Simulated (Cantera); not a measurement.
Cantera run:

```python
import numpy as np
import cantera as ct

gas_names = [...]  # 109 gases of nasa_gas.yaml made of C, Cl, H, Si
cond_names = """
    C(gr) C6H6(L) C7H8(L) C8H18(L),n-octa Si(cr) Si(L) SiC(b)
""".split()


# ... load() reads the species with a 1 bar reference pressure and builds the phases ...
atoms = {
    'Si(CH3)4': {'Si': 1, 'C': 4, 'H': 12},
    'C3H8': {'C': 3, 'H': 8},
    'H2': {'H': 2},
    'HCl': {'H': 1, 'CL': 1},
}
top_T = {'C(gr)': 4500, 'SiC(b)': 3050}  # K; cautious upper limits of use, not melting points


# ... equilibrate(T, P, feed) seeds the gas with the atoms and calls Mixture.equilibrate('TP', solver="vcs", rtol=1e-11, max_steps=5000) ...
results = []
feed = {'Si(CH3)4': 1, 'C3H8': 0.011, 'H2': 1600, 'HCl': 1.9}  # mol
P = 290  # Pa
for T in [1225, 1325, 1425, 1525, 1625, 1725, 1825, 1925, 2025, 2125, 2225]:
    mix = equilibrate(T, P, feed)
    results.append((T, P, feed, dict(zip(mix.species_names, mix.species_moles))))

top = {s: max(r[3][s] / sum(r[3][g] for g in gas_names) for r in results) for s in gas_names}
cols = sorted((s for s in top if top[s] > 0.0001), key=lambda s: -top[s])[:5]
seen = [c for c in cond_names if any(r[3].get(c, 0) > 1e-12 for r in results)]
print("log10 of partial pressures in bar; condensed amounts in mol")
print(f"{'T/K':>10s}" + "".join(f"{s[:9]:>10s}" for s in cols + seen))
for T, P, feed, n in results:
    ng = sum(n[g] for g in gas_names)
    print(f"{T:10.4g}" + "".join(f"{np.log10(max(n[s] / ng * P / 1e5, 1e-99)):10.3f}" for s in cols)
          + "".join(f"{n.get(c, 0):10.4g}" for c in seen))
```

Result:

```
log10 of partial pressures in bar; condensed amounts in mol
       T/K        H2         H       HCL C2H2,acet        Si     C(gr)    SiC(b)
      1225    -2.538    -7.775    -5.465    -9.328   -14.170     2.971         1
      1325    -2.538    -7.055    -5.465    -8.608   -12.499     2.999         1
      1425    -2.538    -6.435    -5.465    -7.991   -11.064     3.004         1
      1525    -2.538    -5.895    -5.465    -7.456    -9.820     2.984    0.9998
      1625    -2.539    -5.421    -5.466    -6.988    -8.730     2.913    0.9986
      1725    -2.540    -5.001    -5.467    -6.575    -7.767     2.743    0.9889
      1825    -2.542    -4.627    -5.470    -6.210    -6.911     2.416     0.923
      1925    -2.546    -4.293    -5.475    -5.885    -6.146     1.992    0.5491
      2025    -2.554    -3.993    -5.485    -5.598    -5.800     1.077         0
      2125    -2.568    -3.724    -5.502    -5.467    -5.797         0         0
      2225    -2.591    -3.484    -5.529    -5.478    -5.800         0         0
```

Method: chemical equilibrium by Gibbs-energy minimisation in Cantera with the NASA 1993 tables (ideal gas, pure condensed phases).
